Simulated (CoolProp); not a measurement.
R13 along the isobar 5.88 MPa: Z from the reference equation and from simpler models built on Tc = 303.0 K, pc = 3.973 MPa, ω = 0.175; each cubic takes its own stable root.

Model: reference Helmholtz-energy equation of state, Platzer 1990, in CoolProp. This equation is an older, rougher fit; its heat capacities, sound speeds and derivatives of the liquid may be far off and weren't checked against measurements.

| T (K) | phase | reference |
|---|---|---|
| 244.7 | liquid | 0.2270 |
| 260.5 | liquid | 0.2261 |
| 276.3 | liquid | 0.2291 |
| 292.1 | liquid | 0.2390 |
| 307.9 | supercritical | 0.2674 |
| 323.7 | supercritical | 0.3870 |
| 339.5 | supercritical | 0.5558 |
| 355.3 | supercritical | 0.6564 |
| 371 | supercritical | 0.7237 |
| 386.8 | supercritical | 0.7735 |
| 402.6 | supercritical | 0.8120 |
| 418.4 | supercritical | 0.8428 |
| 434.2 | supercritical | 0.8679 |
| 450 | supercritical | 0.8888 |

Question: How far does each simpler model (van der Waals, Redlich-Kwong, Soave-Redlich-Kwong, Peng-Robinson) lie from the reference over these 14 states: mean and median of the absolute difference, and the worst?

Answer: 
- van der Waals: mean 19.2 %, median 8.1 %, worst +46.6 % at 244.7 K and 5.88 MPa
- Redlich-Kwong: mean 5.0 %, median 2.9 %, worst +12.1 % at 307.9 K and 5.88 MPa
- Soave-Redlich-Kwong: mean 4.9 %, median 3.4 %, worst +13.3 % at 307.9 K and 5.88 MPa
- Peng-Robinson: mean 3.1 %, median 2.0 %, worst -8.4 % at 244.7 K and 5.88 MPa
